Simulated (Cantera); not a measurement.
Charge: 1 mol Si3N4, 17 mol F2, held at 1025 K and 0.133 bar.

Method: chemical equilibrium by Gibbs-energy minimisation in Cantera with the NASA 1993 tables (ideal gas, pure condensed phases). Candidate condensed phases: Si, Si3N4; 16 gas species. The numbers say what is thermodynamically allowed, not how fast it happens.

Base state: F2 0.483, F 0.238, SiF4 0.166, N2 0.109, NF3 0.00412 (mole fractions); condensed: gas only.

**Question.** What changes in the equilibrium state with this change: F2 from 17 to 3.2 mol?

**Answer.** 
```json
[
 {"species": "SiF4", "before": "0.166", "after": "0.600"},
 {"species": "N2", "before": "0.109", "after": "0.400"},
 {"species": "SiF3", "before": "<1e-9", "after": "3.18e-5"},
 {"species": "F2", "before": "0.483", "after": "<1e-9"},
 {"species": "F", "before": "0.238", "after": "<1e-9"},
 {"species": "NF3", "before": "0.00412", "after": "<1e-9"},
 {"species": "Si3N4(s), mol", "before": "0", "after": "0.467"}
]
```
The tables' values for SiF3 are old estimates; treat these amounts as uncertain.

**Question.** What changes in the equilibrium state with this change: pressure from 0.133 bar to 10.0 mbar?

**Answer.** 
```tsv
species	before	after
F	0.238	0.569
F2	0.483	0.207
SiF4	0.166	0.134
N2	0.109	0.0894
NF3	0.00412	7.88e-5
```
